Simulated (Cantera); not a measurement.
**Fluorocarbon and chlorocarbon gases: CF₄ + H₂**

A closed system holds: 1 mol CF₄, 4.6 mol H₂, equilibrated at 0.133 bar.

Cantera equilibrium calculation (NASA polynomials, part measured and part estimated; ideal gas, pure solids and liquids). Candidate condensed phases: C, C₆H₆, C₇H₈, C₈H₁₈; 95 gas species. Rates play no part.

```tsv
T (K)	x HF	x H₂	x H	x C₂H₂ (acetylene)	x CH₄	x F	n C(graphite)
1350	0.606	0.394	4.10e-6	4.88e-7	0.000119	5.21e-11	0.999
1450	0.606	0.394	1.63e-5	1.92e-6	6.83e-5	4.73e-10	1.000
1550	0.606	0.394	5.41e-5	6.32e-6	4.20e-5	3.24e-9	1.000
1650	0.606	0.394	0.000156	1.80e-5	2.75e-5	1.76e-8	1.000
1750	0.606	0.394	0.000400	4.52e-5	1.89e-5	7.93e-8	0.999
1850	0.606	0.393	0.000925	0.000103	1.35e-5	3.03e-7	0.999
1950	0.605	0.392	0.00197	0.000214	9.98e-6	1.01e-6	0.997
2050	0.605	0.391	0.00388	0.000415	7.59e-6	3.01e-6	0.994
2150	0.604	0.388	0.00720	0.000752	5.90e-6	8.11e-6	0.990
2250	0.602	0.384	0.0126	0.00128	4.65e-6	2.01e-5	0.983
```
x: gas mole fraction; n: condensed amount in mol.

From 1350 K to 2250 K the condensed part is C(graphite). The main C-bearing gas is CH₄ at 1350 K and C₂H₂ (acetylene) at 2250 K.
